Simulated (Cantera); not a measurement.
An adiabatic, constant-volume homogeneous reactor starts with CH4 : H2 : O2 : N2 : CO2 = 1 : 0.085 : 2.4 : 11.9 : 0.96 (molar parts), equivalence ratio 0.85, at 1175 K and 1.00 bar.

Cantera simulation using GRI-Mech 3.0 (53 species, 325 reactions); the numbers are that mechanism's predictions, not measurements.

### Question
Predict: time of steepest temperature rise; temperature at 1.00 s; equilibrium temperature; x(H2) at 1.00 s; x(O2) at 1.00 s; x(HCO) at 1.00 s.

### Answer
```json
{
  "time_of_steepest_temperature_rise": "32.2 ms",
  "temperature at 1.00 s": "2506 K",
  "equilibrium_temperature": "2506 K",
  "x(H2) at 1.00 s": "0.00313 (gas-phase equilibrium 0.00313)",
  "x(O2) at 1.00 s": "0.0252 (gas-phase equilibrium 0.0252)",
  "x(HCO) at 1.00 s": "5.02e-9 (gas-phase equilibrium 5.02e-9)"
}
```
